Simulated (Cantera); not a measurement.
A closed system holds: 1 mol BN, a varied amount of H₂, held at 2575 °C and 0.00133 bar.

Method: chemical equilibrium by Gibbs-energy minimisation in Cantera with the NASA 1993 tables (ideal gas, pure condensed phases). Candidate condensed phases: B, BN; 15 gas species. The tables' values for BH₂ are old estimates; treat these amounts as uncertain. Kinetics and transport are ignored.

Problem. At 0.93 mol H₂, list the 5 most abundant gas species with their mole fractions, and the condensed phases.

Solution. H 0.502, B 0.307, N₂ 0.154, H₂ 0.0359, BN 0.00101. Condensed: gas only.
